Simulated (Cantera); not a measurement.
Input: 1 mol B, 0.4 mol H₂O, held at 1500 K and 0.000170 bar.

Equilibrium computed with Cantera from the NASA thermochemical tables; the gas is ideal and each condensed phase is pure. Candidate condensed phases: B, B₂O₃, B₃O₃H₃, H₂O; 23 gas species. Equilibrium is a limit: real reactors are often held back by kinetics, nucleation or transport.

Base state: H₂ 0.607, B₂O₂ 0.219, HBO 0.134, B₂O₃ 0.0312, BO 0.00604, HBO₂ 0.00210, H 0.00105, B₂O 1.55e-5 (mole fractions); condensed: B(s).

Task: What changes in the equilibrium state with this change: temperature from 1500 K to 1450 K?

Result: 
```csv
species,before,after
H₂,0.607,0.618
B₂O₂,0.219,0.209
HBO,0.134,0.123
B₂O₃,0.0312,0.0439
B₃O₃H₃,1.04e-5,4.36e-5
B₂O,1.55e-5,6.40e-6
"B(s), mol",0.620,0.627
```

Task: What changes in the equilibrium state with this change: pressure from 0.000170 bar to 0.240 bar?

Result: 
```tsv
species	before	after
H₂	0.607	0.989
HBO	0.134	0.00726
B₃O₃H₃	1.04e-5	0.00332
B₂O₂	0.219	0.000397
B₂O₃	0.0312	9.04e-5
B₂O	1.55e-5	1.76e-8
BO	0.00604	6.84e-6
H	0.00105	3.57e-5
HBO₂	0.00210	0.000182
B(s), mol	0.620	0.731
B₂O₃(l), mol	0	0.131
```
Mutual solubility and eutectic melting of coexisting phases are not modelled.

Task: What changes in the equilibrium state with this change: temperature from 1500 K to 898 K?

Result: 
| species | before | after |
|---|---|---|
| H₂ | 0.607 | 1.000 |
| B₃O₃H₃ | 1.04e-5 | 6.88e-5 |
| HBO | 0.134 | 3.96e-6 |
| B₂O₂ | 0.219 | 1.89e-9 |
| B₂O₃ | 0.0312 | <1e-9 |
| BO | 0.00604 | <1e-9 |
| HBO₂ | 0.00210 | 8.61e-9 |
| H | 0.00105 | 8.39e-9 |
| B₂O | 1.55e-5 | <1e-9 |
| B(s), mol | 0.620 | 0.733 |
| B₂O₃(l), mol | 0 | 0.133 |
